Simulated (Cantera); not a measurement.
A freely propagating, adiabatic, planar premixed flame of 7.83 % CH4, 0.580 % C2H6, 19.3 % O2, 72.3 % N2, equivalence ratio 0.92, unburnt at 600 K and 1.00 atm; mixture-averaged transport, grid criteria slope 0.08 and curve 0.16, no radiation.

Cantera simulation using GRI-Mech 3.0 (53 species, 325 reactions); the numbers are that mechanism's predictions, not measurements. Burning velocities carry a grid error of a few per cent, more on coarse grids.

Predict: laminar burning velocity; thermal thickness; peak x(O); peak x(CO); peak x(CH2CO).

laminar burning velocity: 126 cm/s
thermal thickness: 0.331 mm
peak x(O): 0.00543
peak x(CO): 0.0493
peak x(CH2CO): 0.000202
